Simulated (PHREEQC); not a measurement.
Solution (25 °C): 160 mmol/kgw Na2CO3 and 0.0011 mmol/kgw H4SiO4. Closed to the air; pH follows from the charge balance.

All values are PHREEQC results (ion-association model, phreeqc.dat), not measurements.

Precipitation was switched off in this run.

### Question
Order these C species by the share of C that they hold, largest first: NaHCO3, CO3-2, HCO3-, NaCO3-.

### Answer
NaCO3- (53 %), CO3-2 (45 %), HCO3- (1.8 %), NaHCO3 (0.12 %)

The pH is 11.31 and the ionic strength 0.307 mol/kgw. Species that the database lacks are ignored.
